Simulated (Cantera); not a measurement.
An isothermal, constant-pressure homogeneous reactor starts with C2H6 : N2 = 0.25 : 35 (molar parts), at 2000 K and 1330 Pa.

Detailed kinetics in Cantera: GRI-Mech 3.0 (53 species, 325 reactions). GRI-Mech 3.0 stops at C3 and has no aromatics, soot or wall deposition, so with more carbon than oxygen in the feed, carbon stays in small species such as C2H2 where larger ones or solid carbon would form. Radical loss at walls, strong at low pressure, is not modelled.

Task: Predict: x(CH4) at 90.0 s; x(H2) at 90.0 s; x(H) at 90.0 s; x(CH2) at 90.0 s; x(HCN) at 90.0 s; x(C2H2) at 90.0 s.

Result: 
```json
{
  "x(CH4) at 90.0 s": "4.68e-9 (gas-phase equilibrium 5.98e-9)",
  "x(H2) at 90.0 s": "0.0132 (gas-phase equilibrium 0.0132)",
  "x(H) at 90.0 s": "0.00163 (gas-phase equilibrium 0.00163)",
  "x(CH2) at 90.0 s": "1.83e-9 (gas-phase equilibrium 2.33e-9)",
  "x(HCN) at 90.0 s": "0.000321 (gas-phase equilibrium 0.0132)",
  "x(C2H2) at 90.0 s": "0.00681 (gas-phase equilibrium 0.000379)"
}
```
